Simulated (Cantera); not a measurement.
A closed system holds: 1 mol Hg, 0.036 mol O₂, 0.55 mol N₂, at 69.0 Pa.

Method: chemical equilibrium by Gibbs-energy minimisation in Cantera with the NASA 1993 tables (ideal gas, pure condensed phases). Candidate condensed phases: Hg, HgO; 10 gas species. Equilibrium is a limit: real reactors are often held back by kinetics, nucleation or transport. All values below are at 723 K.

Base state: Hg 0.631, N₂ 0.347, O₂ 0.0227 (mole fractions); condensed: gas only.

### Question
What changes in the equilibrium state with this change: Hg replaced by Pb?

### Answer
```
species        before   after
-------------  ------  ------
N₂              0.347   1.000
O₂             0.0227   <1e-9
Hg              0.631       0
Pb(l), mol          0   0.928
PbO(red), mol       0  0.0720
```
Further candidate phases: Pb, PbO, PbO₂, Pb₃O₄.
